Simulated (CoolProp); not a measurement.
Vapour-liquid equilibrium of R22 (1) + R123 (2) at 0.593 MPa; x and y are mole fractions of (1).

Values from CoolProp's multi-fluid Helmholtz-energy mixture model, Kamei 1995 and Younglove 1994; pair parameters Bell 2016.

Task: Give the bubble temperature and the first vapour's composition at x = 0.425, 0.5, 0.95. Is there an azeotrope?

Result: x = 0.425: 306.5 K, y = 0.859; x = 0.5: 301.1 K, y = 0.897; x = 0.95: 280.3 K, y = 0.994. No azeotrope shows between x = 0.05 and 0.95.

The pair parameters rest on a limited set of measurements; away from them the model extrapolates.
